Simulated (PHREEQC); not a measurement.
A solution holds 150 mmol/kgw HCl, at 25 °C. Closed to the air; pH follows from the charge balance.

All values are PHREEQC results (ion-association model, wateq4f.dat), not measurements.

This is a speciation only: nothing precipitates in the calculation.

Question: What pH does the model give?

Answer: pH 0.92.

Complexes and solids missing from the database can't appear.
